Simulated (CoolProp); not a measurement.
R245fa along the isotherm 353.2 K: density (kg/m³) from the reference equation and from simpler models built on Tc = 427.0 K, pc = 3651 kPa, ω = 0.378; each cubic takes its own stable root.

Model: reference Helmholtz-energy equation of state, Akasaka 2015, in CoolProp.

```
p (kPa)   phase  reference
-------  ------  ---------
3320     liquid       1188
6640     liquid       1207
9960     liquid       1224
13300    liquid       1238
16600    liquid       1252
19900    liquid       1264
23200    liquid       1275
26600    liquid       1286
29900    liquid       1295
33200    liquid       1305
36500    liquid       1313
```

**Question.** How far does each simpler model (van der Waals, Redlich-Kwong, Soave-Redlich-Kwong, Peng-Robinson) lie from the reference over these 11 states: mean and median of the absolute difference, and the worst?

**Answer.** 
- van der Waals: mean 34.4 %, median 33.6 %, worst -39.5 % at 353.2 K and 3320 kPa
- Redlich-Kwong: mean 10.5 %, median 9.7 %, worst -16.1 % at 353.2 K and 3320 kPa
- Soave-Redlich-Kwong: mean 7.6 %, median 7.2 %, worst -10.6 % at 353.2 K and 3320 kPa
- Peng-Robinson: mean 3.8 %, median 4.2 %, worst +5.2 % at 353.2 K and 36500 kPa
